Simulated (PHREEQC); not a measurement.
**Leach liquor (model solution)**

Solution (25 °C): 1.7 mmol/kgw HCl, 7.7 mmol/kgw Al2(SO4)3 and 180 mmol/kgw MnSO4. Closed to the air; pH follows from the charge balance.

The numbers come from PHREEQC with the ion-association model, wateq4f.dat.

Each row changes one thing in this solution. No solid was allowed to form.

| case | pH | ionic strength (mol/kgw) | SO4-2 (mol/kgw) | Mn+2 (mol/kgw) | MnSO4 (mol/kgw) | Cl- (mol/kgw) |
|---|---|---|---|---|---|---|
| as made | 3.41 | 0.387 | 0.0944 | 0.0927 | 0.0871 | 0.00155 |
| Al2(SO4)3 replaced by CdSO4 at the same molality | 3.40 | 0.381 | 0.0918 | 0.0935 | 0.0864 | 0.00148 |
| temperature from 25 to 90 °C | 3.66 | 0.282 | 0.0678 | 0.0662 | 0.114 | 0.00160 |
| 0.15 mol/kgw NaCl added | 3.39 | 0.552 | 0.0979 | 0.0965 | 0.0708 | 0.139 |
| Al2(SO4)3 from 0.0077 to 0.0385 mol/kgw | 3.42 | 0.455 | 0.105 | 0.0936 | 0.0863 | 0.00156 |
| Al2(SO4)3 replaced by CaSO4 at the same molality | 3.41 | 0.383 | 0.0948 | 0.0922 | 0.0877 | 0.00155 |
| Al2(SO4)3 from 0.0077 to 0.00847 mol/kgw | 3.41 | 0.389 | 0.0947 | 0.0928 | 0.0871 | 0.00155 |

Some of these states are supersaturated (in Boehmite (slow to form), Gibbsite (slow to form), for instance). Constants without temperature data keep their 25 °C values here.
